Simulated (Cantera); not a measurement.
An isothermal, constant-pressure homogeneous reactor starts with 19.1 % N₂O, 0.440 % H₂, 80.4 % N₂, at 1375 K and 0.350 bar.

Cantera simulation using GRI-Mech 3.0 (53 species, 325 reactions); the numbers are that mechanism's predictions, not measurements. GRI-Mech 3.0 was tuned for natural gas; its chemistry of N2O as a main component is partial and can be far from experiment. The mechanism lacks the step 2 NO + O2 → 2 NO2, which can matter for NO2 below about 1400 K. The temperature is held fixed by assumption; the heat of reaction is taken as removed at once.

One state of this run: x N₂O = 0.0155; x H₂ = 1.62e-7; x H₂O₂ = 1.48e-9; x OH = 2.56e-5; x H = 5.62e-8; x HO₂ = 3.40e-8. x: mole fraction; the columns are a selection and need not sum to one.

**Question.** Which value of t (s) does it belong to?
(A) 0.698
(B) 0.0129
(C) 0.0949
(D) 1.36

**Answer.** A, 0.698
